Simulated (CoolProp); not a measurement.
Model: reference Helmholtz-energy equation of state, Lemmon 2022, in CoolProp.

For R1234yf, give the phase and the cp (kJ/(kg K)), conductivity (mW/(m K)) at -15.75 °C and 61.2 bar; 13.85 °C and 61.2 bar; 28.65 °C and 61.2 bar.


- -15.75 °C and 61.2 bar: liquid; cp 1.23, conductivity 80.0
- 13.85 °C and 61.2 bar: liquid; cp 1.30, conductivity 70.9
- 28.65 °C and 61.2 bar: liquid; cp 1.35, conductivity 66.7

Thermal conductivity comes from a separate model (Perkins 2011).
